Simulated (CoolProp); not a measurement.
Cyclopropane along the isotherm 112.55 °C: Z from the reference equation and from simpler models built on Tc = 125.5 °C, pc = 5.605 MPa, ω = 0.131; each cubic takes its own stable root.

The numbers come from the reference Helmholtz-energy equation of state, Polt 1992 in CoolProp. This equation is an older, rougher fit; its heat capacities, sound speeds and derivatives of the liquid may be far off and weren't checked against measurements.

```tsv
p (MPa)	phase	reference
0.0443	gas	0.9970
0.0716	gas	0.9951
0.116	gas	0.9921
0.187	gas	0.9872
0.302	gas	0.9791
0.488	gas	0.9660
0.788	gas	0.9443
1.27	gas	0.9078
2.06	gas	0.8426
3.32	gas	0.7161
5.37	liquid	0.1613
8.67	liquid	0.2390
14	liquid	0.3609
```

### Question
How far does each simpler model (Redlich-Kwong, Peng-Robinson) lie from the reference over these 13 states: mean and median of the absolute difference, and the worst?

### Answer
- Redlich-Kwong: mean 4.0 %, median 0.1 %, worst +22.5 % at 112.55 °C and 5.37 MPa
- Peng-Robinson: mean 1.3 %, median 0.5 %, worst +7.5 % at 112.55 °C and 5.37 MPa
